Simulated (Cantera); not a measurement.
Input (Python, Cantera):

```python
import numpy as np
import cantera as ct

gas = ct.Solution("h2o2.yaml")
gas.TPX = 1325, 100000, {'H2': 1.6, 'O2': 1, 'N2': 26}
inlet = ct.Reservoir(gas, clone=True)

reactor = ct.IdealGasConstPressureReactor(gas, energy="off", clone=False)
exhaust = ct.Reservoir(gas, clone=True)
tau = [0.96, 0.33, 0.11, 0.039, 0.013, 0.0046, 0.0016, 0.00055, 0.00019][0]
for a, b in ((inlet, reactor), (reactor, exhaust)):
    ct.MassFlowController(a, b, mdot=lambda t: reactor.mass / tau)
net = ct.ReactorNet([reactor])
show = ['H2', 'O2', 'H', 'HO2', 'H2O', 'O']

rows = []
print(f"{'tau/s':>10s}{'T/K':>9s}" + "".join(f"{s:>11s}" for s in show))
for tau in [0.96, 0.33, 0.11, 0.039, 0.013, 0.0046, 0.0016, 0.00055, 0.00019]:
    net.initial_time = 0.0
    net.advance(30 * tau)
    before = gas.X
    net.advance(40 * tau)
    drift = np.max(np.abs(gas.X - before) / (gas.X + 1e-9))
    rows.append([gas.T, *gas[show].X, drift])
    print(f"{tau:10.3e}{gas.T:9.1f}" + "".join(f"{x:11.3e}" for x in gas[show].X))
```

Result:

```
     tau/s      T/K         H2         O2          H        HO2        H2O          O
 9.600e-01   1325.0  8.239e-05  7.204e-03  7.631e-06  8.970e-07  5.741e-02  1.323e-05
 3.300e-01   1325.0  1.658e-04  7.230e-03  2.182e-05  1.446e-06  5.729e-02  2.719e-05
 1.100e-01   1325.0  3.363e-04  7.293e-03  6.368e-05  2.111e-06  5.706e-02  5.676e-05
 3.900e-02   1325.0  6.437e-04  7.422e-03  1.716e-04  2.726e-06  5.664e-02  1.124e-04
 1.300e-02   1325.0  1.243e-03  7.703e-03  4.726e-04  3.301e-06  5.579e-02  2.270e-04
 4.600e-03   1325.0  2.224e-03  8.215e-03  1.162e-03  3.803e-06  5.432e-02  4.298e-04
 1.600e-03   1325.0  3.809e-03  9.133e-03  2.660e-03  4.361e-06  5.175e-02  7.915e-04
 5.500e-04   1325.0  6.198e-03  1.064e-02  5.463e-03  5.066e-06  4.763e-02  1.382e-03
 1.900e-04   1325.0  9.676e-03  1.291e-02  9.574e-03  5.957e-06  4.165e-02  2.166e-03
```

Detailed kinetics in Cantera: the H2/O2 subset of GRI-Mech 3.0, which has no nitrogen chemistry. The temperature is held fixed by assumption; the heat of reaction is taken as removed at once.
